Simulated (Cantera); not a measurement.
Premixed flame

A freely propagating, adiabatic, planar premixed flame of CH₄ : O₂ : N₂ : CO₂ = 1 : 2.33 : 8.74 : 0.36 (molar parts), equivalence ratio 0.86, unburnt at 350 K and 780000 Pa; mixture-averaged transport, grid criteria slope 0.08 and curve 0.16, no radiation.

Computed with Cantera and GRI-Mech 3.0 (53 species, 325 reactions). Burning velocities carry a grid error of a few per cent, more on coarse grids.

| z (mm) | T (K) | u (m/s) | x CH₄ | x O₂ | x CO₂ | x C₂H | x N₂O | x C₂H₆ |
|---|---|---|---|---|---|---|---|---|
| -0.456 | 351 | 0.129 | 0.0804 | 0.187 | 0.0290 | <1e-8 | <1e-8 | 2.32e-8 |
| -0.304 | 358 | 0.132 | 0.0798 | 0.187 | 0.0290 | <1e-8 | <1e-8 | 6.97e-7 |
| -0.228 | 384 | 0.141 | 0.0782 | 0.185 | 0.0291 | <1e-8 | <1e-8 | 4.30e-6 |
| -0.152 | 524 | 0.194 | 0.0703 | 0.174 | 0.0309 | <1e-8 | 3.29e-8 | 4.15e-5 |
| -0.0760 | 1006 | 0.375 | 0.0438 | 0.131 | 0.0426 | <1e-8 | 2.12e-7 | 0.000288 |
| -0.0380 | 1400 | 0.523 | 0.0217 | 0.0915 | 0.0569 | <1e-8 | 4.27e-7 | 0.000444 |
| 0 | 1783 | 0.665 | 0.00271 | 0.0504 | 0.0776 | 4.50e-8 | 7.55e-7 | 3.48e-5 |
| 0.0380 | 1934 | 0.716 | 2.62e-5 | 0.0345 | 0.0942 | <1e-8 | 1.16e-6 | <1e-8 |
| 0.0760 | 1991 | 0.735 | 1.94e-7 | 0.0306 | 0.101 | <1e-8 | 1.31e-6 | <1e-8 |
| 0.152 | 2035 | 0.749 | <1e-8 | 0.0283 | 0.106 | <1e-8 | 1.16e-6 | <1e-8 |
| 0.304 | 2057 | 0.756 | <1e-8 | 0.0273 | 0.108 | <1e-8 | 7.09e-7 | <1e-8 |
| 0.608 | 2063 | 0.758 | <1e-8 | 0.0271 | 0.108 | <1e-8 | 4.74e-7 | <1e-8 |
| 1.22 | 2063 | 0.758 | <1e-8 | 0.0270 | 0.108 | <1e-8 | 4.48e-7 | <1e-8 |
x: mole fraction of selected species; z is measured from the peak of heat release.

```json
{
 "laminar_burning_velocity": "12.8 cm/s",
 "thermal_thickness": "0.152 mm",
 "peak x(C₂H)": "5.29e-8",
 "peak x(C₂H₆)": "0.000449",
 "grid_points": "132"
}
```
